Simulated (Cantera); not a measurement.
N2O furnace oxynitridation

An isothermal, constant-pressure homogeneous reactor starts with 74.6 % N₂O, 25.4 % O₂, at 1075 K and 760 Torr.

Detailed kinetics in Cantera: GRI-Mech 3.0 (53 species, 325 reactions). GRI-Mech 3.0 was tuned for natural gas; its chemistry of N2O as a main component is partial and can be far from experiment. The mechanism lacks the step 2 NO + O2 → 2 NO2, which can matter for NO2 below about 1400 K. The temperature is held fixed by assumption; the heat of reaction is taken as removed at once.

```json
[
 {"t (s)": "0.000400", "x N₂O": "0.746", "x O₂": "0.254", "x N₂": "1.18e-5", "x NO₂": "1.97e-11", "x O": "1.93e-7"},
 {"t (s)": "0.000875", "x N₂O": "0.746", "x O₂": "0.254", "x N₂": "2.60e-5", "x NO₂": "9.76e-11", "x O": "1.93e-7"},
 {"t (s)": "0.00191", "x N₂O": "0.746", "x O₂": "0.254", "x N₂": "5.70e-5", "x NO₂": "4.74e-10", "x O": "1.93e-7"},
 {"t (s)": "0.00418", "x N₂O": "0.746", "x O₂": "0.254", "x N₂": "0.000125", "x NO₂": "2.26e-9", "x O": "1.93e-7"},
 {"t (s)": "0.00915", "x N₂O": "0.746", "x O₂": "0.254", "x N₂": "0.000273", "x NO₂": "1.07e-8", "x O": "1.93e-7"},
 {"t (s)": "0.0200", "x N₂O": "0.745", "x O₂": "0.254", "x N₂": "0.000597", "x NO₂": "4.91e-8", "x O": "1.93e-7"},
 {"t (s)": "0.0437", "x N₂O": "0.744", "x O₂": "0.254", "x N₂": "0.00131", "x NO₂": "2.18e-7", "x O": "1.93e-7"},
 {"t (s)": "0.0956", "x N₂O": "0.742", "x O₂": "0.255", "x N₂": "0.00285", "x NO₂": "8.96e-7", "x O": "1.92e-7"},
 {"t (s)": "0.209", "x N₂O": "0.737", "x O₂": "0.256", "x N₂": "0.00620", "x NO₂": "3.20e-6", "x O": "1.92e-7"},
 {"t (s)": "0.457", "x N₂O": "0.727", "x O₂": "0.258", "x N₂": "0.0134", "x NO₂": "9.39e-6", "x O": "1.90e-7"},
 {"t (s)": "1.00", "x N₂O": "0.706", "x O₂": "0.264", "x N₂": "0.0287", "x NO₂": "2.31e-5", "x O": "1.87e-7"}
]
```
x: mole fraction; the columns are a selection and need not sum to one.

Equilibrium at this temperature and pressure: N₂O 5.32e-9, O₂ 0.456, N₂ 0.543, NO₂ 4.06e-6, O 8.86e-10 (gas phase only).
